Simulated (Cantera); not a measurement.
## Equilibrium for chemical vapour transport: Si + H2O

Charge: 1 mol Si, 0.14 mol H2O, at 0.180 bar.

Equilibrium computed with Cantera from the NASA thermochemical tables; the gas is ideal and each condensed phase is pure. Candidate condensed phases: H2O, Si, SiO2; 18 gas species. Mutual solubility and eutectic melting of coexisting phases are not modelled. The tables hold silica as quartz up to 1696 K and as liquid above; real silica turns to tridymite and cristobalite and melts near 1996 K. The numbers say what is thermodynamically allowed, not how fast it happens.

```tsv
T (K)	x H2	x SiO	x H	x H2O	x SiH2	x SiH4	x SiH	n Si(s)	n SiO2(α-quartz)	n SiO2(β-quartz)
773	1.00	<1e-12	2.14e-12	<1e-12	<1e-12	3.23e-8	<1e-12	0.930	0.0700	0
823	1.00	<1e-12	1.73e-11	4.74e-12	<1e-12	4.06e-8	<1e-12	0.930	0.0700	0
873	1.00	6.56e-12	1.10e-10	2.67e-11	1.37e-12	4.94e-8	<1e-12	0.930	0	0.0700
923	1.00	8.83e-11	5.77e-10	1.24e-10	8.30e-12	5.88e-8	<1e-12	0.930	0	0.0700
973	1.00	9.07e-10	2.55e-9	4.92e-10	4.19e-11	6.86e-8	<1e-12	0.930	0	0.0700
1023	1.00	7.39e-9	9.76e-9	1.69e-9	1.80e-10	7.88e-8	<1e-12	0.930	0	0.0700
1073	1.00	4.94e-8	3.30e-8	5.19e-9	6.77e-10	8.93e-8	<1e-12	0.930	0	0.0700
1123	1.00	2.78e-7	1.00e-7	1.44e-8	2.26e-9	1.00e-7	3.85e-12	0.930	0	0.0700
1173	1.000	1.34e-6	2.78e-7	3.63e-8	6.81e-9	1.11e-7	2.09e-11	0.930	0	0.0700
1223	1.000	5.70e-6	7.09e-7	8.50e-8	1.87e-8	1.22e-7	9.85e-11	0.930	0	0.0700
1273	1.000	2.16e-5	1.68e-6	1.86e-7	4.76e-8	1.33e-7	4.10e-10	0.930	0	0.0700
1323	1.000	7.35e-5	3.74e-6	3.82e-7	1.13e-7	1.44e-7	1.53e-9	0.930	0	0.0700
1373	1.000	0.000229	7.85e-6	7.45e-7	2.51e-7	1.56e-7	5.20e-9	0.930	0	0.0700
1423	0.999	0.000655	1.57e-5	1.38e-6	5.26e-7	1.67e-7	1.61e-8	0.930	0	0.0700
```
x: gas mole fraction; n: condensed amount in mol.

From 773 K to 823 K the condensed part is Si(s) + SiO2(α-quartz). From 873 K to 1423 K the condensed part is Si(s) + SiO2(β-quartz). The main Si-bearing gas is SiH4 at 773 K and SiO at 1423 K.
